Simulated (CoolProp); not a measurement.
Vapour pressure (MPa) of ethylene: the reference equation beside estimates from Tc = 282.4 K, pc = 5.042 MPa, ω = 0.087. Clausius-Clapeyron is anchored at 213 K with a constant enthalpy of vaporisation of 11.41 kJ/mol.

Model: reference Helmholtz-energy equation of state, Smukala 2000, in CoolProp.

```json
[
 {"T (K)": "170.8", "reference": "0.1101", "Lee-Kesler": "0.1093", "Clausius-Clapeyron": "0.1527", "van der Waals": "0.4590", "Redlich-Kwong": "0.1124", "Soave-Redlich-Kwong": "0.1090"},
 {"T (K)": "177.9", "reference": "0.1630", "Lee-Kesler": "0.1621", "Clausius-Clapeyron": "0.2105", "van der Waals": "0.5775", "Redlich-Kwong": "0.1695", "Soave-Redlich-Kwong": "0.1618"},
 {"T (K)": "184.9", "reference": "0.2323", "Lee-Kesler": "0.2316", "Clausius-Clapeyron": "0.2818", "van der Waals": "0.7129", "Redlich-Kwong": "0.2446", "Soave-Redlich-Kwong": "0.2312"},
 {"T (K)": "191.9", "reference": "0.3219", "Lee-Kesler": "0.3216", "Clausius-Clapeyron": "0.3694", "van der Waals": "0.8680", "Redlich-Kwong": "0.3420", "Soave-Redlich-Kwong": "0.3212"},
 {"T (K)": "198.9", "reference": "0.4353", "Lee-Kesler": "0.4353", "Clausius-Clapeyron": "0.4751", "van der Waals": "1.044", "Redlich-Kwong": "0.4649", "Soave-Redlich-Kwong": "0.4353"},
 {"T (K)": "206", "reference": "0.5781", "Lee-Kesler": "0.5786", "Clausius-Clapeyron": "0.6026", "van der Waals": "1.244", "Redlich-Kwong": "0.6193", "Soave-Redlich-Kwong": "0.5795"},
 {"T (K)": "213", "reference": "0.7500", "Lee-Kesler": "0.7510", "Clausius-Clapeyron": "0.7500", "van der Waals": "1.465", "Redlich-Kwong": "0.8042", "Soave-Redlich-Kwong": "0.7536"},
 {"T (K)": "220", "reference": "0.9566", "Lee-Kesler": "0.9578", "Clausius-Clapeyron": "0.9206", "van der Waals": "1.709", "Redlich-Kwong": "1.025", "Soave-Redlich-Kwong": "0.9632"},
 {"T (K)": "227.1", "reference": "1.206", "Lee-Kesler": "1.206", "Clausius-Clapeyron": "1.119", "van der Waals": "1.981", "Redlich-Kwong": "1.288", "Soave-Redlich-Kwong": "1.216"},
 {"T (K)": "234.1", "reference": "1.494", "Lee-Kesler": "1.494", "Clausius-Clapeyron": "1.340", "van der Waals": "2.276", "Redlich-Kwong": "1.590", "Soave-Redlich-Kwong": "1.509"},
 {"T (K)": "241.1", "reference": "1.829", "Lee-Kesler": "1.828", "Clausius-Clapeyron": "1.589", "van der Waals": "2.596", "Redlich-Kwong": "1.937", "Soave-Redlich-Kwong": "1.850"},
 {"T (K)": "248.1", "reference": "2.215", "Lee-Kesler": "2.213", "Clausius-Clapeyron": "1.866", "van der Waals": "2.942", "Redlich-Kwong": "2.332", "Soave-Redlich-Kwong": "2.242"},
 {"T (K)": "255.2", "reference": "2.664", "Lee-Kesler": "2.661", "Clausius-Clapeyron": "2.176", "van der Waals": "3.322", "Redlich-Kwong": "2.784", "Soave-Redlich-Kwong": "2.697"},
 {"T (K)": "262.2", "reference": "3.169", "Lee-Kesler": "3.166", "Clausius-Clapeyron": "2.512", "van der Waals": "3.724", "Redlich-Kwong": "3.284", "Soave-Redlich-Kwong": "3.206"},
 {"T (K)": "269.2", "reference": "3.742", "Lee-Kesler": "3.740", "Clausius-Clapeyron": "2.878", "van der Waals": "4.154", "Redlich-Kwong": "3.839", "Soave-Redlich-Kwong": "3.778"}
]
```

Absolute difference from the reference over all 15 rows, mean and median: Lee-Kesler 0.2 and 0.1 %, Clausius-Clapeyron 15.3 and 14.8 %, van der Waals 108.1 and 78.7 %, Redlich-Kwong 5.4 and 5.9 %, Soave-Redlich-Kwong 0.8 and 0.8 %.
